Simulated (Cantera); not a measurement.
A freely propagating, adiabatic, planar premixed flame of CH3OH : O2 : N2 = 1 : 1.36 : 5.13 (molar parts), equivalence ratio 1.1, unburnt at 400 K and 101000 Pa; unity-Lewis-number transport, grid criteria slope 0.08 and curve 0.16, no radiation.

Detailed kinetics in Cantera: GRI-Mech 3.0 (53 species, 325 reactions). GRI-Mech 3.0 was tuned for natural gas; its chemistry of methanol as a main component is partial and can be far from experiment. Unity Lewis numbers drop preferential diffusion, which matters most where H2 and H carry the flame. Burning velocities carry a grid error of a few per cent, more on coarse grids.

Task: Predict: laminar burning velocity; thermal thickness; peak x(H2O2); peak x(H); peak x(OH).

Result: 
* **laminar burning velocity**: 50.2 cm/s
* **thermal thickness**: 0.384 mm
* **peak x(H2O2)**: 0.000645
* **peak x(H)**: 0.0134
* **peak x(OH)**: 0.00939
